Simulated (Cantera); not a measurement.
Charge: 1 mol CH3SiCl3, 0.25 mol C2H4, a varied amount of H2, at 1598 K and 100 Torr.

Equilibrium computed with Cantera from the NASA thermochemical tables; the gas is ideal and each condensed phase is pure. Candidate condensed phases: C, C6H6, C7H8, C8H18, Si, SiC; 109 gas species. The feed counts by its element totals alone. The tables' values for SiCl3 are old estimates; treat these amounts as uncertain. Equilibrium is a limit: real reactors are often held back by kinetics, nucleation or transport.

x: gas mole fraction; n: condensed amount in mol.

| n(H2) (mol) | x H2 | x HCl | x SiCl2 | x SiCl3 | x SiCl4 | x SiHCl3 | n C(graphite) | n SiC(s) |
|---|---|---|---|---|---|---|---|---|
| 4.3 | 0.629 | 0.361 | 0.00744 | 0.00171 | 0.000968 | 0.000242 | 0.580 | 0.919 |
| 7.4 | … | … | … | 0.000545 | … | … | 0.545 | 0.953 |
| 13 | 0.820 | … | … | 0.000139 | … | … | 0.523 | 0.974 |
| 22 | 0.883 | 0.116 | 0.000552 | 3.44e-5 | 5.32e-6 | 5.79e-6 | 0.510 | 0.985 |
| 38 | 0.928 | 0.0719 | 0.000200 | 7.52e-6 | 7.00e-7 | 1.30e-6 | 0.499 | 0.991 |
| 66 | 0.957 | 0.0430 | 6.95e-5 | 1.54e-6 | 8.46e-8 | 2.70e-7 | 0.487 | 0.995 |
| 110 | 0.973 | 0.0264 | 2.57e-5 | 3.46e-7 | 1.16e-8 | 6.11e-8 | 0.473 | 0.997 |
| 200 | 0.985 | 0.0147 | 7.91e-6 | 5.92e-8 | 1.10e-9 | 1.05e-8 | 0.447 | 0.998 |
| 340 | 0.991 | 0.00873 | 2.76e-6 | 1.22e-8 | 1.34e-10 | 2.18e-9 | 0.408 | 0.999 |

**Question.** What belongs in the gaps?

**Answer.** 
- 13, x HCl: 0.178
- 13, x SiCl2: 0.00140
- 13, x SiCl4: 3.41e-5
- 13, x SiHCl3: 2.25e-5
- 7.4, x H2: 0.730
- 7.4, x HCl: 0.266
- 7.4, x SiCl2: 0.00348
- 7.4, x SiCl4: 0.000211
- 7.4, x SiHCl3: 8.33e-5
